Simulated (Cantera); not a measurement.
Input: 1 mol Si, 0.89 mol Cl2, 0.49 mol H2, 2.8 mol HCl, at 900 K and 82.5 Torr.

These are equilibrium values from Cantera (NASA tables, ideal gas, pure condensed phases), not measurements of a reactor. Candidate condensed phases: Si; 19 gas species. The tables' values for SiCl3 are old estimates; treat these amounts as uncertain. The numbers say what is thermodynamically allowed, not how fast it happens.

What is the equilibrium state?


```
Item                                  Value
--------------------------------  ---------
x(H2)                                 0.501
x(SiCl4)                              0.312
x(HCl)                                0.185
x(SiHCl3)                           0.00240
x(SiCl3)                            4.26e-5
x(SiH2Cl2)                          1.75e-6
gas amount                        3.180 mol
log10 activity of Si(s) (absent)      -5.53
```
